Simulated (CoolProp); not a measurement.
Properties of n-perfluorohexane along the isobar 2.17 MPa (Tc = 448.0 K, pc = 1.742 MPa, ω = 0.497).

Model: reference Helmholtz-energy equation of state, Gao 2022, in CoolProp.

```
T (K)          phase       Z  cp (kJ/(kg K))  cv (kJ/(kg K))  isothermal compressibility (1/MPa)
-----  -------------  ------  --------------  --------------  ----------------------------------
377.7         liquid  0.1631           1.168          0.9533                            0.008764
384.3         liquid  0.1633           1.180          0.9611                             0.01016
390.9         liquid  0.1637           1.194          0.9689                             0.01192
397.4         liquid  0.1644           1.208          0.9767                             0.01414
404           liquid  0.1655           1.224          0.9846                             0.01712
410.6         liquid  0.1670           1.242          0.9927                             0.02117
417.1         liquid  0.1691           1.264           1.001                             0.02679
423.7         liquid  0.1720           1.290           1.009                             0.03521
430.3         liquid  0.1759           1.326           1.018                             0.04855
436.9         liquid  0.1816           1.377           1.028                             0.07193
443.4         liquid  0.1901           1.463           1.039                              0.1191
450    supercritical  0.2052           1.656           1.052                              0.2528
```
